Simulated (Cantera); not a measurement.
Ammonia decomposition in nitride growth gas

An isothermal, constant-pressure homogeneous reactor starts with 14.9 % NH₃, 85.1 % H₂, at 1800 K and 72.8 Torr.

Model: the gas-phase N/H chemistry of the illustrative SiF4/NH3 mechanism in the Surface Chemkin manual (1991), integrated in Cantera. Walls and surfaces, which speed up NH3 decomposition in real reactors, are not modelled.

```csv
t (s),x NH₃,x H₂,x H,x N₂,x N₂H₂,x NH,x N
6.00e-5,0.149,0.851,1.14e-6,<1e-12,1.07e-12,3.10e-11,<1e-12
0.000194,0.149,0.851,3.70e-6,1.69e-11,1.68e-11,3.50e-10,<1e-12
0.000629,0.149,0.851,1.20e-5,1.43e-9,2.10e-10,3.75e-9,1.09e-11
0.00204,0.149,0.851,3.87e-5,7.69e-8,2.56e-9,3.95e-8,3.74e-10
0.00660,0.149,0.851,0.000122,3.69e-6,3.38e-8,3.92e-7,1.17e-8
0.0214,0.149,0.851,0.000268,0.000124,2.20e-7,1.86e-6,1.20e-7
0.0693,0.147,0.852,0.000286,0.000867,2.51e-7,2.09e-6,1.44e-7
0.224,0.142,0.855,0.000290,0.00324,2.40e-7,2.06e-6,1.44e-7
0.727,0.126,0.864,0.000305,0.0102,2.06e-7,1.98e-6,1.44e-7
2.35,0.0869,0.886,0.000352,0.0271,1.30e-7,1.74e-6,1.43e-7
7.63,0.0306,0.917,0.000506,0.0516,3.59e-8,1.19e-6,1.36e-7
24.7,0.00250,0.933,0.000996,0.0638,1.26e-9,3.65e-7,8.17e-8
80.0,0.000287,0.934,0.00112,0.0648,2.19e-11,5.25e-8,1.31e-8
```
x: mole fraction; the columns are a selection and need not sum to one.

Equilibrium at this temperature and pressure: NH₃ 6.46e-7, H₂ 0.934, H 0.00112, N₂ 0.0649, N₂H₂ <1e-12, NH 1.19e-10, N 2.98e-11 (gas phase only).
